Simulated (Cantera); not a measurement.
A freely propagating, adiabatic, planar premixed flame of 41.3 % H2, 10.9 % O2, 47.9 % N2, equivalence ratio 1.9, unburnt at 300 K and 500000 Pa; unity-Lewis-number transport, grid criteria slope 0.08 and curve 0.16, no radiation.

Detailed kinetics in Cantera: the H2/O2 subset of GRI-Mech 3.0, which has no nitrogen chemistry. The hydrogen kinetics of GRI-Mech 3.0 are dated; newer H2 mechanisms differ, most at raised pressure. Unity Lewis numbers drop preferential diffusion, which matters most where H2 and H carry the flame. Burning velocities carry a grid error of a few per cent, more on coarse grids.

### Question
Predict: laminar burning velocity; thermal thickness; peak x(OH); peak x(HO2); peak x(O); peak x(H).

### Answer
```
Property                      Value
------------------------  ---------
laminar burning velocity   144 cm/s
thermal thickness         0.0549 mm
peak x(OH)                  0.00220
peak x(HO2)                0.000635
peak x(O)                  0.000899
peak x(H)                    0.0335
```
